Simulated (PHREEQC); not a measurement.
Consider water at 25 °C with 0.0019 mol NH4HF2, 0.011 mol (NH4)2SiF6, 0.00016 mol HBF4 and 0.0061 mol H2SO4 per kg of water. Closed to the air; pH follows from the charge balance.

Equilibrium calculation in PHREEQC: ion-association model, phreeqc.dat.

Each row changes one thing in this solution. No solid was allowed to form.

```
case                                             pH  ionic strength (mol/kgw)  HF (mol/kgw)  F- (mol/kgw)  H4SiO4 (mol/kgw)  BF4- (mol/kgw)  SI of Chalcedony (SiO2)
---------------------------------------------  ----  ------------------------  ------------  ------------  ----------------  --------------  -----------------------
as made                                        2.12                    0.0469       0.00465      0.000505          0.000202        0.000111                    -0.14
HBF4 replaced by Na2B4O7 at the same molality  2.14                    0.0467       0.00407      0.000463          0.000402        0.000384                    +0.16
H2SO4 left out                                 3.21                    0.0355       0.00214       0.00279          0.000156         8.38e-5                    -0.25
0.0059 mol/kgw KOH added                       2.44                    0.0487             ?      0.000885          0.000137        0.000110                    -0.31
temperature from 25 to 35 °C                      ?                    0.0461       0.00569      0.000548          0.000383        0.000112                    +0.03
NH4HF2 from 0.0019 to 0.00285 mol/kgw          2.14                    0.0476       0.00553             ?           6.52e-5               ?                    -0.63
0.0037 mol/kgw NaHCO3 added                    2.30                    0.0480       0.00421      0.000690          0.000161        0.000111                    -0.24
H2SO4 from 0.0061 to 0.00305 mol/kgw           2.42                    0.0411       0.00395      0.000847          0.000143        0.000110                    -0.29
diluted 2-fold with water                      2.39                    0.0239       0.00324      0.000620          0.000305         4.02e-5                    +0.04
```

Q: Complete the blanks.

A: 
- 0.0059 mol/kgw KOH added, HF (mol/kgw): 0.00387
- temperature from 25 to 35 °C, pH: 2.15
- NH4HF2 from 0.0019 to 0.00285 mol/kgw, F- (mol/kgw): 0.000634
- NH4HF2 from 0.0019 to 0.00285 mol/kgw, BF4- (mol/kgw): 0.000129

Some of these states are supersaturated (in Quartz (slow to form), Chalcedony (slow to form), for instance). SiF6-2 is the database's only silicon fluoride. Real BF4- forms and hydrolyses slowly; the run takes it at equilibrium.
